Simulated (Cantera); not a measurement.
Cantera with NASA thermochemical tables; ideal gases at 1 bar, condensed phases pure. Values are per mole of reaction as written; species without (g) are pure solids or liquids, kept so even where they would boil at 1 bar.

2 Pb(g) + 2 NO(g) → 2 PbO + N2(g), with ΔH° = -1011.7 kJ and ΔS° = -447.9 J/K at 300 K.

Q: How far is the shortcut ΔG° ≈ ΔH°(300 K) − T·ΔS°(300 K) from the full temperature-dependent value at 425, 575, 725, 875, 1025, 1175, 1325, 1475 K?

A: 
```json
[
 {"T (K)": "425", "shortcut (kJ)": "-821.4", "full (kJ)": "-821.9", "difference (kJ)": "0.5", "difference in log10 K": "-0.07", "condensed phases": "PbO(red)"},
 {"T (K)": "575", "shortcut (kJ)": "-754.2", "full (kJ)": "-756.8", "difference (kJ)": "2.6", "difference in log10 K": "-0.24", "condensed phases": "PbO(red)"},
 {"T (K)": "725", "shortcut (kJ)": "-687.0", "full (kJ)": "-693.2", "difference (kJ)": "6.1", "difference in log10 K": "-0.44", "condensed phases": "PbO(red)"},
 {"T (K)": "875", "shortcut (kJ)": "-619.8", "full (kJ)": "-630.7", "difference (kJ)": "10.9", "difference in log10 K": "-0.65", "condensed phases": "PbO(yellow)"},
 {"T (K)": "1025", "shortcut (kJ)": "-552.7", "full (kJ)": "-569.2", "difference (kJ)": "16.5", "difference in log10 K": "-0.84", "condensed phases": "PbO(yellow)"},
 {"T (K)": "1175", "shortcut (kJ)": "-485.5", "full (kJ)": "-509.2", "difference (kJ)": "23.8", "difference in log10 K": "-1.06", "condensed phases": "PbO(l)"},
 {"T (K)": "1325", "shortcut (kJ)": "-418.3", "full (kJ)": "-456.1", "difference (kJ)": "37.8", "difference in log10 K": "-1.49", "condensed phases": "PbO(l)"},
 {"T (K)": "1475", "shortcut (kJ)": "-351.1", "full (kJ)": "-403.9", "difference (kJ)": "52.7", "difference in log10 K": "-1.87", "condensed phases": "PbO(l)"}
]
```
The shortcut ignores heat capacities and the phase changes listed.
